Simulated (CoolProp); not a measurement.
Saturation properties of isohexane.

Values from CoolProp's reference Helmholtz-energy equation of state, Lemmon 2006. It is a short technical equation, of lower accuracy than the large ones.

```tsv
T (K)	p (kPa)	liquid density (kg/m³)	vapour density (kg/m³)
396	522.6	546.6	16.11
400.9	580.1	540.5	17.91
405.7	641.0	534.3	19.84
410.5	706.5	527.9	21.94
415.4	778.5	521.2	24.29
420.2	854.1	514.5	26.81
425	935.0	507.5	29.57
429.9	1023	500.1	32.66
434.7	1116	492.5	35.99
439.5	1215	484.6	39.66
444.3	1320	476.3	43.73
449.2	1434	467.4	48.34
454	1553	458.1	53.41
458.8	1680	448.2	59.11
```

It boils at 333.4 K under 1 atm.
